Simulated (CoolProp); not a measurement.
100 sccm (0 °C, 1 atm) of nitrogen bubbles through liquid the fluoroketone C6F12O (FK-5-1-12) at 290.4 K and leaves saturated at a total pressure of 0.0798 MPa (ideal gas phase). Each further row changes one setting.

Computed with CoolProp (reference Helmholtz-energy equation of state, McLinden 2015).

| case | vapour pressure (kPa) | mole fraction of vapour | delivery (mg/min) | delivery (sccm) | change of delivery for a bath 1 K warmer (%) |
|---|---|---|---|---|---|
| as stated | 28.8 | 0.361 | 798 | 56.6 | 7.4 |
| bath temperature 295.4 K | 35.9 | 0.450 | 1160 | 81.9 | 8.3 |
| total pressure 0.16 MPa | 28.8 | 0.180 | 310 | 22.0 | 5.6 |
